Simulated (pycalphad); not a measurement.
Computed with pycalphad from the COST 507 light-alloy database (1999), at 1 atm. These are 1990s assessments: newer ones move some temperatures and phases. Not assessed as a whole: an extrapolation from subsystems, which can miss ternary compounds. Amounts are mole fractions of atoms. Kinetics are ignored, which matters at the lower temperatures.

### Question
Give the equilibrium state of Ti-5.79V-2.27Si (at.%) at 675 K.

### Answer
HCP_A3, fraction 0.849, with 0.86 V, 0.31 Si at.%; SITI3, fraction 0.080, with no V, 25.0 Si at.%; BCC_A2, fraction 0.070, with 72.0 V, 0.05 Si at.%.

### Question
Give the equilibrium state of Ti-5.79V-2.27Si (at.%) at 1125 K.

### Answer
BCC_A2, fraction 0.994, with 5.8 V, 2.1 Si at.%; SITI3, fraction 0.006, with no V, 25.0 Si at.%.

Database names, with the compositions (at.%) that they take in these runs: SITI3: Ti 75 Si 25. BCC_A2 is bcc; HCP_A3 is hcp. An entry "none" or "no" means that the model of the phase leaves that element out.
